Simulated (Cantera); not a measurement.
Input: 1 mol SiCl₄, 0.07 mol HCl, a varied amount of H₂, held at 1050 K and 0.630 bar.

Method: chemical equilibrium by Gibbs-energy minimisation in Cantera with the NASA 1993 tables (ideal gas, pure condensed phases). Candidate condensed phases: Si; 19 gas species. Rates play no part.

Question: Which condensed phases are stable at each of these points (n(H₂) (mol)): 3.5, 5.4, 8.3, 13, 20, 31, 47, 73, 110, 170?

Answer: 
```
n(H₂) (mol)  condensed phases  Si condensed (%)
-----------  ----------------  ----------------
3.5                  gas only               0.0
5.4                  gas only               0.0
8.3                  gas only               0.0
13                   gas only               0.0
20                   gas only               0.0
31                   gas only               0.0
47                   gas only               0.0
73                      Si(s)               1.4
110                     Si(s)               6.7
170                     Si(s)              14.3
```

From 3.5 mol H₂ to 47 mol H₂ nothing is condensed. From 73 mol H₂ to 170 mol H₂ the condensed part is Si(s).
